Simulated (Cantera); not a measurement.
Input (Python, Cantera) and output of one run.

```python
import numpy as np
import cantera as ct

gas_names = [...]  # 110 gases of nasa_gas.yaml made of C, H, O
cond_names = """
    C(gr) C6H6(L) C7H8(L) C8H18(L),n-octa H2O(s) H2O(L)
""".split()


# ... load() reads the species with a 1 bar reference pressure and builds the phases ...
atoms = {
    'C2H5OH': {'C': 2, 'H': 6, 'O': 1},
    'H2O': {'H': 2, 'O': 1},
}
top_T = {'C(gr)': 4500}  # K; cautious upper limits of use, not melting points


# ... equilibrate(T, P, feed) seeds the gas with the atoms and calls Mixture.equilibrate('TP', solver="vcs", rtol=1e-11, max_steps=5000) ...
results = []
T = 2100  # K
P = 133.322  # Pa
for m in [0.36, 0.62, 0.87, 1.1, 1.4, 1.7, 1.9, 2.2, 2.4]:
    feed = {'C2H5OH': 1, 'H2O': m}  # mol
    mix = equilibrate(T, P, feed)
    results.append((T, P, feed, dict(zip(mix.species_names, mix.species_moles))))

top = {s: max(r[3][s] / sum(r[3][g] for g in gas_names) for r in results) for s in gas_names}
cols = sorted((s for s in top if top[s] > 1e-05), key=lambda s: -top[s])[:7]
seen = [c for c in cond_names if any(r[3].get(c, 0) > 1e-12 for r in results)]
print("log10 of partial pressures in bar; condensed amounts in mol")
print(f"{'n(H2O)':>10s}" + "".join(f"{s[:9]:>10s}" for s in cols + seen))
for T, P, feed, n in results:
    ng = sum(n[g] for g in gas_names)
    print(f"{feed['H2O']:10.4g}" + "".join(f"{np.log10(max(n[s] / ng * P / 1e5, 1e-99)):10.3f}" for s in cols)
          + "".join(f"{n.get(c, 0):10.4g}" for c in seen))
```

Result:

```
log10 of partial pressures in bar; condensed amounts in mol
    n(H2O)        H2        CO       H2O         H       CO2        OH C2H2,acet     C(gr)
      0.36    -3.061    -3.431   -10.587    -4.037   -11.651   -12.487    -5.901    0.6307
      0.62    -3.074    -3.400   -10.569    -4.043   -11.589   -12.463    -5.914      0.37
      0.87    -3.085    -3.377   -10.557    -4.049   -11.543   -12.445    -5.925    0.1194
       1.1    -3.095    -3.376    -4.724    -4.054    -5.699    -6.607   -17.620         0
       1.4    -3.113    -3.403    -4.142    -4.063    -5.126    -6.016   -18.892         0
       1.7    -3.130    -3.429    -3.918    -4.072    -4.911    -5.784   -19.442         0
       1.9    -3.141    -3.445    -3.822    -4.077    -4.819    -5.682   -19.702         0
       2.2    -3.157    -3.469    -3.714    -4.085    -4.720    -5.566   -20.012         0
       2.4    -3.167    -3.485    -3.659    -4.090    -4.670    -5.506   -20.185         0
```

Equilibrium computed with Cantera from the NASA thermochemical tables; the gas is ideal and each condensed phase is pure.
